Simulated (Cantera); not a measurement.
An isothermal, constant-pressure homogeneous reactor starts with C2H4 : H2 = 1 : 10 (molar parts), at 1175 K and 15000 Pa. Integrator tolerance rtol = 1e-08.

Cantera simulation using GRI-Mech 3.0 (53 species, 325 reactions); the numbers are that mechanism's predictions, not measurements. GRI-Mech 3.0 was tuned for natural gas; its chemistry of ethylene as a main component is partial and can be far from experiment. GRI-Mech 3.0 stops at C3 and has no aromatics, soot or wall deposition, so with more carbon than oxygen in the feed, carbon stays in small species such as C2H2 where larger ones or solid carbon would form.

Task: What does this change do: pressure from 15000 Pa to 22.0 Pa?

Result: 
```json
[
 {"quantity": "x(C2H4) at 90.0 s", "before": "0.0185 (gas-phase equilibrium 0.00127)", "after": "0.0903 (gas-phase equilibrium 0.000293)"},
 {"quantity": "x(H2) at 90.0 s", "before": "0.835 (gas-phase equilibrium 0.802)", "after": "0.909 (gas-phase equilibrium 0.914)"},
 {"quantity": "x(C2H6) at 90.0 s", "before": "0.000458 (gas-phase equilibrium 3.14e-5)", "after": "6.55e-8 (gas-phase equilibrium 1.22e-8)"},
 {"quantity": "x(CH4) at 90.0 s", "before": "0.138 (gas-phase equilibrium 0.196)", "after": "2.10e-8 (gas-phase equilibrium 0.00411)"},
 {"quantity": "x(C2H) at 90.0 s", "before": "1.83e-12 (gas-phase equilibrium <1e-12)", "after": "<1e-12 (gas-phase equilibrium 1.00e-10)"},
 {"quantity": "x(CH2) at 90.0 s", "before": "2.87e-12 (gas-phase equilibrium <1e-12)", "after": "<1e-12 (gas-phase equilibrium 2.79e-12)"}
]
```
Radical loss at walls, strong at low pressure, is not modelled.

Task: What does this change do: temperature 1175 to 1600 K?

Result: 
```tsv
quantity	before	after
x(C2H4) at 90.0 s	0.0185 (gas-phase equilibrium 0.00127)	0.00117 (gas-phase equilibrium 0.00117)
x(H2) at 90.0 s	0.835 (gas-phase equilibrium 0.802)	0.910 (gas-phase equilibrium 0.910)
x(C2H6) at 90.0 s	0.000458 (gas-phase equilibrium 3.14e-5)	6.75e-7 (gas-phase equilibrium 6.75e-7)
x(CH4) at 90.0 s	0.138 (gas-phase equilibrium 0.196)	0.0112 (gas-phase equilibrium 0.0112)
x(C2H) at 90.0 s	1.83e-12 (gas-phase equilibrium <1e-12)	3.86e-8 (gas-phase equilibrium 3.86e-8)
x(CH2) at 90.0 s	2.87e-12 (gas-phase equilibrium <1e-12)	4.65e-9 (gas-phase equilibrium 4.65e-9)
```
